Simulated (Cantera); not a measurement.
An isothermal, constant-pressure homogeneous reactor starts with C2H6 : N2 = 1 : 5.2 (molar parts), at 1475 K and 0.285 Torr.

Computed with Cantera and GRI-Mech 3.0 (53 species, 325 reactions). GRI-Mech 3.0 stops at C3 and has no aromatics, soot or wall deposition, so with more carbon than oxygen in the feed, carbon stays in small species such as C2H2 where larger ones or solid carbon would form. Radical loss at walls, strong at low pressure, is not modelled.

**Question.** Predict: x(C2H6) at 50.0 s; x(H2) at 50.0 s; x(C2H4) at 50.0 s; x(HCN) at 50.0 s; x(CH4) at 50.0 s; x(C2H) at 50.0 s.

**Answer.** 
- x(C2H6) at 50.0 s: 2.33e-6 (gas-phase equilibrium 2.36e-12)
- x(H2) at 50.0 s: 0.190 (gas-phase equilibrium 0.244)
- x(C2H4) at 50.0 s: 0.000341 (gas-phase equilibrium 2.43e-6)
- x(HCN) at 50.0 s: 7.52e-7 (gas-phase equilibrium 0.0994)
- x(CH4) at 50.0 s: 0.0421 (gas-phase equilibrium 1.37e-5)
- x(C2H) at 50.0 s: 6.50e-8 (gas-phase equilibrium 1.58e-7)
